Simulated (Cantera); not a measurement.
Charge: 1 mol Cr2O3, 2600 mol H2, equilibrated at 0.690 bar.

Cantera equilibrium calculation (NASA polynomials, part measured and part estimated; ideal gas, pure solids and liquids). Candidate condensed phases: Cr, Cr2O3, H2O; 13 gas species. Mutual solubility and eutectic melting of coexisting phases are not modelled. Kinetics and transport are ignored.

log p: log10 of the partial pressure in bar; n: condensed amount in mol.

| T (K) | log p H2 | log p H2O | log p H | log p Cr | n Cr(s) | n Cr2O3(s) |
|---|---|---|---|---|---|---|
| 1373 | -0.16 | -3.47 | -5.56 | -7.49 | 0.857 | 0.571 |
| 1398 | -0.16 | [?] | [?] | [?] | [?] | [?] |
| 1423 | -0.16 | [?] | [?] | [?] | [?] | [?] |
| 1448 | -0.16 | -3.22 | -5.12 | -6.73 | 1.50 | 0.248 |
| 1473 | -0.16 | -3.15 | -4.98 | -6.50 | 1.79 | 0.105 |
| 1498 | -0.16 | -3.10 | -4.85 | -6.27 | 2.00 | 0 |
| 1523 | -0.16 | -3.10 | -4.72 | -6.05 | 2.00 | 0 |
| 1548 | -0.16 | -3.10 | -4.59 | -5.83 | 1.99 | 0 |
| 1573 | -0.16 | -3.10 | -4.47 | -5.63 | 1.99 | 0 |
| 1598 | -0.16 | -3.10 | -4.35 | -5.43 | 1.99 | 0 |
| 1623 | -0.16 | -3.10 | -4.24 | -5.24 | 1.98 | 0 |
| 1648 | -0.16 | -3.10 | -4.13 | -5.05 | 1.97 | 0 |
| 1673 | -0.16 | -3.10 | -4.02 | -4.87 | 1.95 | 0 |

Task: Fill in the missing entries.

Result: 
- 1423, log p H2O: -3.30
- 1423, log p H: -5.26
- 1423, log p Cr: -6.98
- 1423, n Cr(s): 1.26
- 1423, n Cr2O3(s): 0.372
- 1398, log p H2O: -3.38
- 1398, log p H: -5.41
- 1398, log p Cr: -7.23
- 1398, n Cr(s): 1.04
- 1398, n Cr2O3(s): 0.479
